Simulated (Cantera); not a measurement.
Input: 1 mol Al₂O₃, 9.6 mol N₂, equilibrated at 3.30 Torr.

Equilibrium computed with Cantera from the NASA thermochemical tables; the gas is ideal and each condensed phase is pure. Candidate condensed phases: Al, AlN, Al₂O₃; 16 gas species. Equilibrium is a limit: real reactors are often held back by kinetics, nucleation or transport.

Problem. What share of the Al ends up in condensed phases as a function of T (K), at 1648, 1748, 1848, 1948, 2048, 2148, 2248, 2348, 2448, 2548, 2648, 2748, 2848, 2948?

Solution. 
```tsv
T (K)	Al condensed (%)	as
1648	100.0	Al₂O₃(s)
1748	100.0	Al₂O₃(s)
1848	100.0	Al₂O₃(s)
1948	100.0	Al₂O₃(s)
2048	100.0	Al₂O₃(s)
2148	100.0	Al₂O₃(s)
2248	99.9	Al₂O₃(s)
2348	99.8	Al₂O₃(l)
2448	99.3	Al₂O₃(l)
2548	97.6	Al₂O₃(l)
2648	93.0	Al₂O₃(l)
2748	80.3	Al₂O₃(l)
2848	44.1	Al₂O₃(l)
2948	0.0	-
```
